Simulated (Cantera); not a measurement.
A perfectly stirred reactor is fed with 3.12 % C2H6, 96.6 % N2, 0.259 % H2O, at 0.00420 bar; it is held at 1250 K, and followed from long to short residence time.

Model: GRI-Mech 3.0 (53 species, 325 reactions), integrated in Cantera. GRI-Mech 3.0 stops at C3 and has no aromatics, soot or wall deposition, so with more carbon than oxygen in the feed, carbon stays in small species such as C2H2 where larger ones or solid carbon would form. Radical loss at walls, strong at low pressure, is not modelled.

x: mole fraction; the columns are a selection and need not sum to one.

| τ (s) | x C2H6 | x C2H | x CH2 | x H2 | x C2H4 | x H |
|---|---|---|---|---|---|---|
| 8.6 | 0.000889 | … | 2.64e-8 | 0.0396 | 0.00495 | 2.13e-5 |
| 1.9 | 0.00332 | … | 6.43e-8 | 0.0294 | 0.0108 | 2.35e-5 |
| 0.42 | 0.0114 | … | 1.27e-7 | 0.0168 | 0.0129 | 2.09e-5 |
| 0.092 | 0.0243 | 1.67e-10 | 1.26e-7 | 0.00536 | 0.00545 | 1.43e-5 |
| 0.020 | 0.0302 | 3.59e-12 | 3.55e-8 | 0.000685 | 0.000721 | 6.61e-6 |
| 0.0045 | 0.0311 | <1e-12 | 2.09e-9 | 2.54e-5 | 2.66e-5 | 1.06e-6 |
| 0.00099 | 0.0312 | <1e-12 | 4.56e-11 | 2.85e-7 | 3.37e-7 | 5.38e-8 |
| 0.00022 | 0.0312 | <1e-12 | <1e-12 | 2.35e-9 | 4.04e-9 | 1.99e-9 |

Q: What belongs in the gaps?

A: 
- 8.6, x C2H: 3.05e-9
- 1.9, x C2H: 2.64e-9
- 0.42, x C2H: 1.14e-9
